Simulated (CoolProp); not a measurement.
Ethane at 342.7 K and 12.9 MPa flows at 1.1 m/s in a round tube of 2 mm bore and 1.5 µm roughness, fully developed (64/Re and Nu = 3.66 if laminar; Colebrook and Gnielinski if turbulent). Each further row changes one setting.

Computed with CoolProp (reference Helmholtz-energy equation of state, Bücker 2006).

```
case              Reynolds number  Darcy friction factor  pressure drop (Pa/m)  heat-transfer coefficient (W/(m² K))  mass flow (kg/h)
----------------  ---------------  ---------------------  --------------------  ------------------------------------  ----------------
as stated              (withheld)             (withheld)            (withheld)                            (withheld)              3.72
velocity 2.2 m/s            37100             (withheld)                  8860                            (withheld)              7.45
diameter 4 mm               37100                 0.0234            (withheld)                                  2640              14.9
```

### Question
Some entries are withheld; supply them.

### Answer

- as stated, Reynolds number: 18600
- as stated, Darcy friction factor: 0.0279
- as stated, pressure drop (Pa/m): 2530
- as stated, heat-transfer coefficient (W/(m² K)): 2980
- velocity 2.2 m/s, Darcy friction factor: 0.0245
- velocity 2.2 m/s, heat-transfer coefficient (W/(m² K)): 5480
- diameter 4 mm, pressure drop (Pa/m): 1060

Viscosity comes from a separate model (Friend 1991). Thermal conductivity comes from a separate model (Friend 1991).
